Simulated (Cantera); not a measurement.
## Pyrogenic steam for wet oxidation

An isothermal, constant-pressure homogeneous reactor starts with H2 : O2 : N2 = 0.98 : 1 : 7.8 (molar parts), equivalence ratio 0.49, at 1150 K and 13300 Pa.

Detailed kinetics in Cantera: GRI-Mech 3.0 (53 species, 325 reactions). The temperature is held fixed by assumption; the heat of reaction is taken as removed at once.

```
t (s)         x H2    x O2    x N2O     x NO2     x HO2
--------  --------  ------  -------  --------  --------
4.00e-6      0.100   0.102   <1e-12    <1e-12  1.40e-10
1.55e-5      0.100   0.102   <1e-12    <1e-12  5.46e-10
5.99e-5      0.100   0.102   <1e-12    <1e-12   2.17e-9
0.000232     0.100   0.102   <1e-12    <1e-12   1.81e-8
0.000896    0.0144  0.0638  7.05e-9  2.42e-11   6.58e-6
0.00346    0.00218  0.0553  2.37e-8  5.53e-10   6.15e-6
0.0134    0.000106  0.0549  3.80e-8   1.08e-8   2.21e-6
0.0518     6.11e-6  0.0549  4.23e-8   3.65e-8   2.45e-7
0.200      7.02e-7  0.0549  4.38e-8   3.36e-8   3.55e-8
0.776      1.27e-7  0.0549  4.42e-8   1.96e-8   7.31e-9
3.00       2.88e-8  0.0549  4.28e-8   1.26e-8   2.26e-9
```
x: mole fraction; the columns are a selection and need not sum to one.

Equilibrium at this temperature and pressure: H2 5.33e-9, O2 0.0549, N2O 1.90e-9, NO2 2.81e-7, HO2 1.70e-9 (gas phase only).
